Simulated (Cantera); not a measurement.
A closed system holds: 1 mol Cu2O, 1.3 mol C, 0.037 mol CO, equilibrated at 1077 °C and 2.90 mbar.

These are equilibrium values from Cantera (NASA tables, ideal gas, pure condensed phases), not measurements of a reactor. Candidate condensed phases: C, Cu, CuO, Cu2O; 15 gas species. Kinetics and transport are ignored.

Base state: CO 1.000, Cu 0.000169 (mole fractions); condensed: C(graphite) + Cu(s).

Question: What changes in the equilibrium state with this change: temperature from 1077 °C to 1727 °C?

Answer: 
```tsv
species	before	after
Cu	0.000169	0.657
CO	1.000	0.342
Cu2	2.21e-8	0.00120
C(graphite), mol	0.300	0.300
Cu(s), mol	2.00	0
```

Question: What changes in the equilibrium state with this change: Cu2O replaced by SiO2?

Answer: 
```csv
species,before,after
CO,1.000,1.000
SiO,0,0.000283
Cu,0.000169,0
"C(graphite), mol",0.300,1.30
"Cu(s), mol",2.00,0
"SiO2(β-quartz), mol",0,1.000
```
The tables hold silica as quartz up to 1696 K and as liquid above; real silica turns to tridymite and cristobalite and melts near 1996 K. Further candidate phases: Si, SiC, SiO2.
